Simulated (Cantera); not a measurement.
An adiabatic, constant-pressure homogeneous reactor starts with C3H8 : O2 : N2 = 1 : 8.33 : 31.3 (molar parts), equivalence ratio 0.60, at 1425 K and 0.474 atm.

Computed with Cantera and GRI-Mech 3.0 (53 species, 325 reactions). GRI-Mech 3.0 was tuned for natural gas; its chemistry of propane as a main component is partial and can be far from experiment.

x: mole fraction; the columns are a selection and need not sum to one.

```
t (s)     T (K)    x C3H8    x O2   x CH2   x C2H2      x CO     x C2H
--------  -----  --------  ------  ------  -------  --------  --------
6.00e-6    1424    0.0245   0.205       …  1.02e-9   7.18e-8    <1e-12
1.26e-5    1423    0.0243   0.205       …  1.21e-8   7.18e-7    <1e-12
2.64e-5    1421    0.0239   0.205       …  1.39e-7   7.71e-6    <1e-12
5.53e-5    1420    0.0225   0.204       …  1.53e-6   8.01e-5  5.67e-12
0.000116   1423    0.0188   0.201       …  1.42e-5  0.000626  9.36e-11
0.000243   1736  0.000157   0.149       …  0.00150    0.0337   1.96e-6
0.000510   2206    <1e-12  0.0817  <1e-12   <1e-12    0.0225    <1e-12
0.00107    2368    <1e-12  0.0808  <1e-12   <1e-12    0.0168    <1e-12
0.00224    2465    <1e-12  0.0798  <1e-12   <1e-12    0.0119    <1e-12
0.00470    2485    <1e-12  0.0790  <1e-12   <1e-12    0.0107    <1e-12
0.00986    2482    <1e-12  0.0780  <1e-12   <1e-12    0.0106    <1e-12
0.0207     2478    <1e-12  0.0763  <1e-12   <1e-12    0.0105    <1e-12
0.0434     2474    <1e-12  0.0748  <1e-12   <1e-12    0.0103    <1e-12
0.0910     2472    <1e-12  0.0741  <1e-12   <1e-12    0.0103    <1e-12
0.191      2472    <1e-12  0.0740  <1e-12   <1e-12    0.0103    <1e-12
0.400      2472    <1e-12  0.0740  <1e-12   <1e-12    0.0103    <1e-12
```

Problem. Some entries are withheld; supply them.

Solution. 
- 6.00e-6, x CH2: 2.45e-9
- 1.26e-5, x CH2: 1.17e-8
- 2.64e-5, x CH2: 5.95e-8
- 5.53e-5, x CH2: 1.80e-7
- 0.000116, x CH2: 3.92e-7
- 0.000243, x CH2: 3.92e-5
